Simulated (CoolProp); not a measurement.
Vapour-liquid equilibrium of ethane (1) + n-perfluorobutane (2) at 1.45 °C; x and y are mole fractions of (1).

Model: multi-fluid Helmholtz-energy mixture model, Bücker 2006 and Gao 2022; pair parameters Bell 2016, in CoolProp.

Q: Give the bubble pressure and the first vapour's composition at x = 0.05, 0.2, 0.65. Is there an azeotrope?

A: x = 0.05: 0.2817 MPa, y = 0.582; x = 0.2: 0.7740 MPa, y = 0.847; x = 0.65: 1.698 MPa, y = 0.939. No azeotrope shows between x = 0.05 and 0.95.

The pair parameters rest on a limited set of measurements; away from them the model extrapolates. The gap from Raoult's law changes sign with composition, which may be real or a fault of the pair parameters; it wasn't checked against measurements.
